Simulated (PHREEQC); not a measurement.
Solution (20 °C): 0.25 mol/kgw TMAH and 0.073 mol/kgw K2SO4. Closed to the air; pH follows from the charge balance.

Model: ion-association model, phreeqc.dat, run in PHREEQC.

| quantity | before | after |
|---|---|---|
| pH | 13.38 | 7.27 |
| ionic strength (mol/kgw) | 0.447 | 0.190 |

Task: Name the change that produced these shifts.
A. temperature from 20 to 30 °C
B. TMAH left out
C. temperature from 20 to 90 °C
D. 0.17 mol/kgw (NH4)2SO4 added
E. diluted 100-fold with water

Result: B, TMAH left out

Precipitation was switched off in this run. (CH3)4N+ isn't in the database: it is added as a free cation with an ion size of 4 Å.
